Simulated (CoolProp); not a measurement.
Properties of carbonyl sulfide at several states.

The numbers come from the reference Helmholtz-energy equation of state, Lemmon 2006 in CoolProp. It is a short technical equation, of lower accuracy than the large ones.

| T (K) | p (kPa) | phase | Z | cp (kJ/(kg K)) | cv (kJ/(kg K)) | isothermal compressibility (1/MPa) | fugacity coefficient |
|---|---|---|---|---|---|---|---|
| 359 | 882 | gas | 0.9429 | 0.7905 | 0.6146 | 1.206 | 0.9458 |
| 521.8 | 1010 | gas | 0.9811 | 0.8404 | 0.6884 | 1.009 | 0.9813 |
| 156.2 | 35.7 | liquid | 0.001261 | 1.189 | 0.7730 | 0.0006472 | 0.02713 |
| 150.2 | 208 | liquid | 0.007571 | 1.200 | 0.7872 | 0.0006095 | 0.002439 |
